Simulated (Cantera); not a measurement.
Cantera run, input and output.

```python
import numpy as np
import cantera as ct

gas = ct.Solution("gri30.yaml")
gas.TPX = 700, 520000, {'CH4': 1, 'H2': 0.36, 'O2': 5.07, 'N2': 19.1}
inlet = ct.Reservoir(gas, clone=True)
gas.equilibrate("HP")  # start burning
reactor = ct.IdealGasConstPressureReactor(gas, energy="on", clone=False)
exhaust = ct.Reservoir(gas, clone=True)
tau = [0.12, 0.061, 0.031, 0.015, 0.0078, 0.0039, 0.002, 0.00099, 0.0005, 0.00025, 0.00013, 6.3e-05][0]
for a, b in ((inlet, reactor), (reactor, exhaust)):
    ct.MassFlowController(a, b, mdot=lambda t: reactor.mass / tau)
net = ct.ReactorNet([reactor])
show = ['CH4', 'H2', 'O2', 'C2H6', 'N2O']

rows = []
print(f"{'tau/s':>10s}{'T/K':>9s}" + "".join(f"{s:>11s}" for s in show))
for tau in [0.12, 0.061, 0.031, 0.015, 0.0078, 0.0039, 0.002, 0.00099, 0.0005, 0.00025, 0.00013, 6.3e-05]:
    net.initial_time = 0.0
    net.advance(30 * tau)
    before = gas.X
    net.advance(40 * tau)
    drift = np.max(np.abs(gas.X - before) / (gas.X + 1e-9))
    rows.append([gas.T, *gas[show].X, drift])
    print(f"{tau:10.3e}{gas.T:9.1f}" + "".join(f"{x:11.3e}" for x in gas[show].X))
```

It prints:

```
     tau/s      T/K        CH4         H2         O2       C2H6        N2O
 1.200e-01   1685.2  6.258e-06  9.365e-06  1.140e-01  5.255e-10  5.835e-07
 6.100e-02   1684.4  1.022e-05  1.442e-05  1.140e-01  1.250e-09  7.889e-07
 3.100e-02   1683.3  1.640e-05  2.260e-05  1.140e-01  2.772e-09  1.080e-06
 1.500e-02   1681.4  2.697e-05  3.705e-05  1.141e-01  6.145e-09  1.489e-06
 7.800e-03   1678.8  4.212e-05  5.829e-05  1.142e-01  1.212e-08  1.904e-06
 3.900e-03   1674.4  6.779e-05  9.494e-05  1.144e-01  2.427e-08  2.297e-06
 2.000e-03   1667.8  1.083e-04  1.532e-04  1.147e-01  4.719e-08  2.507e-06
 9.900e-04   1656.4  1.814e-04  2.573e-04  1.153e-01  9.833e-08  2.460e-06
 5.000e-04   1637.3  3.161e-04  4.400e-04  1.164e-01  2.262e-07  2.146e-06
 2.500e-04   1597.2  6.662e-04  8.613e-04  1.190e-01  8.343e-07  1.537e-06
 1.300e-04    700.0  3.917e-02  1.410e-02  1.986e-01  1.305e-17  5.029e-20
 6.300e-05    700.0  3.917e-02  1.410e-02  1.986e-01 -1.332e-22  6.518e-24
```

Model: GRI-Mech 3.0 (53 species, 325 reactions), integrated in Cantera.
